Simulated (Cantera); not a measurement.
Gas mixture: 54.9 % H2O, 45.1 % N2O, at 0.168 atm, frozen composition.

Cantera's kinetic-theory transport with the Lennard-Jones parameters of GRI-Mech 3.0, ideal gas; thermal conductivity in the mixture-averaged form. Polar gases are described roughly by these parameters. The composition is frozen, though it would react at the higher temperatures.

D: mixture-averaged diffusion coefficient of that species in the mixture.

| T (K) | ρ (kg/m³) | cp (J/kg/K) | μ (µPa s) | λ (mW/m/K) | Pr | D (cm²/s) CH3 | D (cm²/s) N2 | D (cm²/s) OH |
|---|---|---|---|---|---|---|---|---|
| 400 | 0.152 | 1280 | 17.2 | 31.3 | 0.705 | 2.07 | 1.92 | 3.04 |
| 550 | 0.111 | 1376 | [?] | [?] | 0.701 | [?] | [?] | [?] |
| 700 | 0.0869 | 1460 | [?] | [?] | 0.695 | [?] | [?] | [?] |
| 850 | 0.0716 | 1534 | 34.1 | 75.9 | 0.689 | 8.03 | 7.34 | 11.4 |
| 1000 | 0.0608 | 1599 | 39.1 | 91.4 | 0.684 | 10.6 | 9.70 | 15.0 |
| 1150 | 0.0529 | 1656 | 43.8 | 107 | 0.678 | 13.5 | 12.3 | 19.0 |
| 1300 | 0.0468 | 1707 | 48.3 | 122 | 0.675 | 16.7 | 15.1 | 23.4 |
| 1450 | 0.0420 | 1753 | 52.6 | 137 | 0.672 | 20.0 | 18.2 | 28.1 |
| 1600 | 0.0380 | 1795 | 56.7 | 152 | 0.669 | 23.7 | 21.5 | 33.1 |

Question: Some entries are withheld; supply them.

Answer: 
- 550, μ (µPa s): 23.2
- 550, λ (mW/m/K): 45.6
- 550, D (cm²/s) CH3: 3.72
- 550, D (cm²/s) N2: 3.42
- 550, D (cm²/s) OH: 5.36
- 700, μ (µPa s): 28.9
- 700, λ (mW/m/K): 60.6
- 700, D (cm²/s) CH3: 5.72
- 700, D (cm²/s) N2: 5.24
- 700, D (cm²/s) OH: 8.16
